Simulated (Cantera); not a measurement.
Charge: 1 mol Al, 6.8 mol N₂, 280 mol H₂, equilibrated at 1073.15 K and 12.0 Pa.

Cantera equilibrium calculation (NASA polynomials, part measured and part estimated; ideal gas, pure solids and liquids). Candidate condensed phases: Al, AlN; 13 gas species. Kinetics and transport are ignored.

Base state: H₂ 0.978, N₂ 0.0220 (mole fractions); condensed: AlN(s).

Q: What changes in the equilibrium state with this change: Al replaced by AlCl₃?

A: 
```json
[
 {"species": "H₂", "before": "0.978", "after": "0.968"},
 {"species": "N₂", "before": "0.0220", "after": "0.0219"},
 {"species": "HCl", "before": "0", "after": "0.0101"},
 {"species": "AlCl₃", "before": "0", "after": "8.79e-5"},
 {"species": "AlN(s), mol", "before": "1.00", "after": "0.972"}
]
```
Further candidate phases: AlCl₃, NH₄Cl.
